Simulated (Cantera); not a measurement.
Mixture: 28.3 % H2, 15.1 % O2, 56.6 % N2, equivalence ratio 0.94, at 7500 Torr, adiabatic and at constant volume. Ignition delay is the time to a rise of 400 K.

Computed with Cantera and the H2/O2 subset of GRI-Mech 3.0, which has no nitrogen chemistry. The hydrogen kinetics of GRI-Mech 3.0 are dated; newer H2 mechanisms differ, most at raised pressure.

### Question
Predict: delay at 1025 K; delay at 1125 K; delay at 1225 K; delay at 1325 K; delay at 1425 K; apparent activation energy between 1325 and 1425 K.

### Answer
| Item | Result |
|---|---|
| delay at 1025 K | 4.67 ms |
| delay at 1125 K | 0.478 ms |
| delay at 1225 K | 24.5 µs |
| delay at 1325 K | 3.78 µs |
| delay at 1425 K | 1.95 µs |
| apparent activation energy between 1325 and 1425 K | 100 kJ/mol |
